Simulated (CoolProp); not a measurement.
A single-stage vapour-compression cycle with the fluid: evaporating at 311.15 K (dew point), condensing at 374.15 K (bubble point), superheat 10 K, subcooling 8 K, compressor efficiency 0.6, no pressure losses. The same conditions are run with several fluids, on thermodynamics alone (safety and materials aside).

Computed with CoolProp (reference Helmholtz-energy equation of state of each fluid (R141b: Lemmon 2006; R1336mzz(Z): McLinden 2020; cyclohexane: Zhou 2014; R123: Younglove 1994; chloromethane (R40): Thol 2014)).

**Question.** Rank R141b, R1336mzz(Z), cyclohexane, R123, chloromethane (R40) by cooling COP, highest first.

**Answer.** cyclohexane (2.50), R141b (2.45), R123 (2.35), chloromethane (R40) (2.26), R1336mzz(Z) (2.18)

```
fluid                pressure ratio  discharge temperature (K)  refrigerating effect (kJ/kg)  volumetric capacity (kJ/m³)
-------------------  --------------  -------------------------  ----------------------------  ---------------------------
R141b                          5.57                      406.5                           161                          911
R1336mzz(Z)                    6.06                      380.7                          99.4                          768
cyclohexane                    7.89                      396.5                           285                          206
R123                           5.56                      396.8                           114                          990
chloromethane (R40)            3.99                      461.8                           270                         4810
```
